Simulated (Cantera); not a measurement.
An isothermal, constant-pressure homogeneous reactor starts with 26.3 % N2O, 73.7 % N2, at 1273 K and 1.00 bar.

Detailed kinetics in Cantera: GRI-Mech 3.0 (53 species, 325 reactions). GRI-Mech 3.0 was tuned for natural gas; its chemistry of N2O as a main component is partial and can be far from experiment. The mechanism lacks the step 2 NO + O2 → 2 NO2, which can matter for NO2 below about 1400 K. The temperature is held fixed by assumption; the heat of reaction is taken as removed at once.

x: mole fraction; the columns are a selection and need not sum to one.

```json
[
 {"t (s)": "4.00e-6", "x N2O": "0.263", "x NO": "3.22e-8", "x O2": "1.02e-7", "x N2": "0.737", "x NO2": "<1e-12", "x O": "1.01e-6"},
 {"t (s)": "1.53e-5", "x N2O": "0.263", "x NO": "3.86e-7", "x O2": "1.22e-6", "x N2": "0.737", "x NO2": "1.93e-12", "x O": "2.89e-6"},
 {"t (s)": "5.83e-5", "x N2O": "0.263", "x NO": "…", "x O2": "…", "x N2": "0.737", "x NO2": "1.29e-10", "x O": "4.84e-6"},
 {"t (s)": "0.000222", "x N2O": "0.263", "x NO": "1.57e-5", "x O2": "4.99e-5", "x N2": "0.737", "x NO2": "3.16e-9", "x O": "5.03e-6"},
 {"t (s)": "0.000848", "x N2O": "0.263", "x NO": "6.37e-5", "x O2": "0.000202", "x N2": "0.737", "x NO2": "4.99e-8", "x O": "5.02e-6"},
 {"t (s)": "0.00324", "x N2O": "0.261", "x NO": "0.000246", "x O2": "0.000781", "x N2": "0.738", "x NO2": "6.41e-7", "x O": "5.02e-6"},
 {"t (s)": "0.0124", "x N2O": "0.255", "x NO": "0.000923", "x O2": "0.00295", "x N2": "0.741", "x NO2": "5.71e-6", "x O": "4.97e-6"},
 {"t (s)": "0.0471", "x N2O": "0.235", "x NO": "0.00330", "x O2": "0.0107", "x N2": "0.751", "x NO2": "2.88e-5", "x O": "4.79e-6"},
 {"t (s)": "0.180", "x N2O": "0.175", "x NO": "0.0101", "x O2": "0.0339", "x N2": "0.781", "x NO2": "9.55e-5", "x O": "4.16e-6"},
 {"t (s)": "0.687", "x N2O": "0.0682", "x NO": "0.0201", "x O2": "0.0759", "x N2": "0.836", "x NO2": "0.000195", "x O": "2.42e-6"},
 {"t (s)": "2.62", "x N2O": "0.00541", "x NO": "0.0232", "x O2": "0.102", "x N2": "0.869", "x NO2": "0.000221", "x O": "3.34e-7"},
 {"t (s)": "10.0", "x N2O": "…", "x NO": "0.0232", "x O2": "0.104", "x N2": "0.872", "x NO2": "…", "x O": "…"}
]
```

Q: Fill in the missing entries.

A: 
- 5.83e-5, x NO: 3.16e-6
- 5.83e-5, x O2: 1.00e-5
- 10.0, x N2O: 1.92e-6
- 10.0, x NO2: 0.000198
- 10.0, x O: 3.51e-8
